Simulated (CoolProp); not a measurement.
Values from CoolProp's reference Helmholtz-energy equation of state, Setzmann 1991.

**Question.** For methane, give the phase and the cp (kJ/(kg K)), cv (kJ/(kg K)) at 451.6 K and 7.48 MPa; 588.4 K and 11.3 MPa; 464.1 K and 24.5 MPa.

**Answer.** 
- 451.6 K and 7.48 MPa: supercritical; cp 2.87, cv 2.22
- 588.4 K and 11.3 MPa: supercritical; cp 3.34, cv 2.73
- 464.1 K and 24.5 MPa: supercritical; cp 3.16, cv 2.30
